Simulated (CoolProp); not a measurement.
Vapour-liquid equilibrium of dimethyl ether (1) + ethanol (2) at 0.156 MPa; x and y are mole fractions of (1).

Computed with CoolProp (multi-fluid Helmholtz-energy mixture model, Wu 2011 and Schroeder 2014; pair parameters Bell 2016).

```csv
x,bubble temperature (°C),y at the bubble point,dew temperature at overall composition x (°C),liquid density (mol/L)
0.05,61.1,0.691,88.4,16.24
0.125,33.6,0.923,86.2,16.63
0.2,19.3,0.968,83.8,16.78
0.275,10.7,0.983,81.3,16.81
0.35,5.0,0.989,78.5,16.78
0.425,1.0,0.992,75.5,16.72
0.5,-2.0,0.994,72.1,16.63
0.575,-4.4,0.995,68.3,16.52
0.65,-6.4,0.996,63.8,16.40
0.725,-8.1,0.997,58.5,16.26
0.8,-9.7,0.998,51.8,16.11
0.875,-11.4,0.999,42.6,15.94
0.95,-13.1,0.999,26.4,15.77
```

No azeotrope shows between x = 0.05 and 0.95.

The pair parameters rest on a limited set of measurements; away from them the model extrapolates.
